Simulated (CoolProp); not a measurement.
The numbers come from the reference Helmholtz-energy equation of state, Schroeder 2014 in CoolProp.

Q: Give the vapour pressure (MPa), liquid density (kg/m³), vapour density (kg/m³), enthalpy of vaporisation (kJ/kg) of saturated ethanol at 80.05 °C.

A: 
| T (°C) | p (MPa) | liquid density (kg/m³) | vapour density (kg/m³) | enthalpy of vaporisation (kJ/kg) |
|---|---|---|---|---|
| 80.05 | 0.108 | 735 | 1.75 | 847 |
